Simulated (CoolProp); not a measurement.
The fluid at 289.33 K and 0.0437 MPa flows at 11 m/s in a round tube of 10 mm bore and 15 µm roughness, fully developed (64/Re and Nu = 3.66 if laminar; Colebrook and Gnielinski if turbulent). The same conditions are run with several fluids, on thermodynamics alone (safety and materials aside).

Model: reference Helmholtz-energy equation of state of each fluid (R123: Younglove 1994; CF4 (R14): Platzer 1990; R152A: Outcalt 1996; R143a: Lemmon and Jacobsen 2000; R236FA: Pan 2012), in CoolProp. The equations of Platzer and Polt are older, rougher fits.

### Question
Rank R123, CF4 (R14), R152A, R143a, R236FA by Reynolds number, highest first.

### Answer
R123 (29900), R236FA (29000), R143a (15700), R152A (12400), CF4 (R14) (10500)

```tsv
fluid	Darcy friction factor	pressure drop (Pa/m)	heat-transfer coefficient (W/(m² K))	mass flow (kg/h)
R123	0.0271	465	76.1	8.83
CF4 (R14)	0.0327	317	51.9	4.98
R152A	0.0317	232	54.4	3.77
R143a	0.0302	281	65.6	4.79
R236FA	0.0272	462	96.1	8.72
```

Transport values come from each fluid's own correlations; those of CF4 (R14), R152A, R143a, R236FA are estimates that may be off by 10 % or more.
